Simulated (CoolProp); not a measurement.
Computed with CoolProp (reference Helmholtz-energy equation of state, Platzer 1990). This equation is an older, rougher fit; its heat capacities, sound speeds and derivatives of the liquid may be far off and weren't checked against measurements.

**Question.** Give the vapour pressure (kPa), liquid density (kg/m³), vapour density (kg/m³), enthalpy of vaporisation (kJ/kg) of saturated R114 at 89.15, 101.85 °C.

**Answer.** 
```csv
T (°C),p (kPa),liquid density (kg/m³),vapour density (kg/m³),enthalpy of vaporisation (kJ/kg)
89.15,1140,1220,84.6,95.9
101.85,1470,1160,114,86.7
```
